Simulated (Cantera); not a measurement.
Feed: 1 mol Fe₂O₃, 0.33 mol CH₄, 1.8 mol N₂, at 1077 °C and 0.0130 bar.

Method: chemical equilibrium by Gibbs-energy minimisation in Cantera with the NASA 1993 tables (ideal gas, pure condensed phases). Candidate condensed phases: C, C₆H₆, C₇H₈, C₈H₁₈, Fe, Fe(CO)₅, FeO, Fe(OH)₂, Fe(OH)₃, Fe₂O₃, Fe₃O₄, H₂O; 140 gas species. The tables' stoichiometric FeO is somewhat more stable than real wüstite, so its field is too wide. FeO: taken at fixed stoichiometry. Kinetics and transport are ignored.

Task: What is the equilibrium state?

Result: 
```json
{
  "x(N₂)": "0.645",
  "x(H₂O)": "0.172",
  "x(CO₂)": "0.0681",
  "x(H₂)": "0.0645",
  "x(CO)": "0.0502",
  "x(H)": "5.31e-6",
  "n(FeO(s))": "2.00 mol",
  "gas_amount": "2.790 mol",
  "log10 activity of Fe(γ) (absent)": "-0.88",
  "log10 activity of C(graphite) (absent)": "-5.85",
  "log10 activity of Fe(OH)₂(s) (absent)": "-8.07"
}
```
